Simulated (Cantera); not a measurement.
**Adiabatic ignition**

An adiabatic, constant-volume homogeneous reactor starts with 11.6 % CH4, 0.972 % C2H6, 14.7 % O2, 55.4 % N2, 17.4 % H2O, equivalence ratio 1.8, at 1075 K and 1.00 atm.

Computed with Cantera and GRI-Mech 3.0 (53 species, 325 reactions).

| t (s) | T (K) | P (bar) | x CH4 | x C2H6 | x O2 | x HO2 | x C2H4 | x NO2 | x C2H |
|---|---|---|---|---|---|---|---|---|---|
| 3.00e-6 | 1075 | 1.01 | 0.116 | 0.00972 | 0.147 | 1.70e-10 | <1e-12 | <1e-12 | <1e-12 |
| 1.30e-5 | 1075 | 1.01 | 0.116 | 0.00972 | 0.147 | 7.64e-10 | 3.23e-11 | <1e-12 | <1e-12 |
| 5.63e-5 | 1075 | 1.01 | 0.116 | 0.00972 | 0.147 | 3.92e-9 | 8.18e-10 | <1e-12 | <1e-12 |
| 0.000244 | 1075 | 1.01 | 0.116 | 0.00972 | 0.147 | 2.77e-8 | 1.58e-8 | <1e-12 | <1e-12 |
| 0.00106 | 1075 | 1.01 | 0.116 | 0.00972 | 0.147 | 2.58e-7 | 2.50e-7 | <1e-12 | <1e-12 |
| 0.00458 | 1075 | 1.01 | 0.116 | 0.00971 | 0.147 | 2.28e-6 | 4.58e-6 | <1e-12 | <1e-12 |
| 0.0199 | 1078 | 1.02 | 0.115 | 0.00947 | 0.146 | 1.14e-5 | 0.000292 | <1e-12 | <1e-12 |
| 0.0860 | 2350 | 2.49 | 2.31e-11 | <1e-12 | 1.41e-5 | 1.42e-8 | <1e-12 | 1.49e-9 | <1e-12 |
| 0.373 | 2350 | 2.49 | 2.31e-11 | <1e-12 | 1.41e-5 | 1.42e-8 | <1e-12 | 1.53e-9 | <1e-12 |
| 1.62 | 2350 | 2.49 | 2.31e-11 | <1e-12 | 1.41e-5 | 1.42e-8 | <1e-12 | 1.53e-9 | <1e-12 |
| 7.00 | 2350 | 2.49 | 2.31e-11 | <1e-12 | 1.41e-5 | 1.42e-8 | <1e-12 | 1.53e-9 | <1e-12 |
x: mole fraction; the columns are a selection and need not sum to one.

The time of steepest temperature rise comes out as 45.6 ms, the temperature at 7.00 s comes out as 2350 K and the equilibrium temperature is 2350 K. The x(CH4) at 7.00 s comes out as 2.31e-11 (gas-phase equilibrium 2.63e-11). The x(C2H6) at 7.00 s comes out as <1e-12 (gas-phase equilibrium <1e-12). The x(O2) at 7.00 s is 1.41e-5 (gas-phase equilibrium 1.41e-5).
